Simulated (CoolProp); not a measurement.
Methane along the isotherm 111.2 K: fugacity coefficient from the reference equation and from simpler models built on Tc = 190.6 K, pc = 45.99 bar, ω = 0.011; each cubic takes its own stable root.

Computed with CoolProp (reference Helmholtz-energy equation of state, Setzmann 1991).

```
p (bar)   phase  reference  van der Waals  Redlich-Kwong  Soave-Redlich-Kwong  Peng-Robinson
-------  ------  ---------  -------------  -------------  -------------------  -------------
0.364       gas     0.9875         0.9919         0.9882               0.9888         0.9884
0.587       gas     0.9797         0.9869         0.9809               0.9819         0.9813
0.949       gas     0.9672         0.9789         0.7204               0.9687         0.9698
1.53     liquid     0.6171         0.9659            [?]               0.6023         0.6231
2.48     liquid     0.3822         0.9448         0.2774                  [?]         0.3857
4        liquid     0.2384         0.7876         0.1730               0.2327         0.2405
6.47     liquid        [?]         0.4941         0.1080               0.1453         0.1500
10.4     liquid    0.09414         0.3147        0.06830              0.09189        0.09467
16.9     liquid        [?]         0.2013        0.04315              0.05807        0.05965
27.3     liquid        [?]         0.1325        0.02785                  [?]        0.03835
44.1     liquid    0.02547        0.09057        0.01845              0.02487        0.02523
71.2     liquid    0.01761        0.06571        0.01274              0.01719        0.01722
115      liquid    0.01300        0.05237       0.009384              0.01269        0.01247
```

Complete the blanks.


- 1.53, Redlich-Kwong: 0.4479
- 2.48, Soave-Redlich-Kwong: 0.3730
- 6.47, reference: 0.1489
- 16.9, reference: 0.05949
- 27.3, reference: 0.03843
- 27.3, Soave-Redlich-Kwong: 0.03751

At some of these states van der Waals, Redlich-Kwong, Soave-Redlich-Kwong gives the other phase, because its saturation line lies elsewhere.
